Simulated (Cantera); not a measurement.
Input: 1 mol FeS, 3.1 mol H₂S, 0.2 mol H₂O, at 1050 °C and 7.50 Torr.

Cantera equilibrium calculation (NASA polynomials, part measured and part estimated; ideal gas, pure solids and liquids). Candidate condensed phases: Fe, FeO, Fe(OH)₂, Fe(OH)₃, FeS, FeSO₄, FeS₂, Fe₂O₃, Fe₂(SO₄)₃, Fe₃O₄, H₂O, H₂SO₄, S; 22 gas species. FeS: taken at fixed stoichiometry. Equilibrium is a limit: real reactors are often held back by kinetics, nucleation or transport.

**Question.** What is the equilibrium state?

**Answer.** 
- x(H₂): 0.483
- x(S₂): 0.241
- x(H₂S): 0.228
- x(H₂O): 0.0458
- x(SH): 0.00249
- x(S₂O): 2.62e-5
- x(SO): 2.40e-5
- x(SO₂): 2.14e-5
- x(S): 1.95e-5
- n(FeS(s)): 1.00 mol
- gas amount: 4.355 mol
- log10 activity of Fe(γ) (absent): -1.78
- log10 activity of S(l) (absent): -2.30
- log10 activity of Fe(OH)₂(s) (absent): -11.05
